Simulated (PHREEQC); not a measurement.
Consider water at 25 °C with 3.45 mmol/kgw Cu(NO3)2. Closed to the air; pH follows from the charge balance.

Model: ion-association model, wateq4f.dat, run in PHREEQC.

This is a speciation only: nothing precipitates in the calculation.

Task: Estimate the pH.

Result: pH 5.00.

Species that the database lacks are ignored.
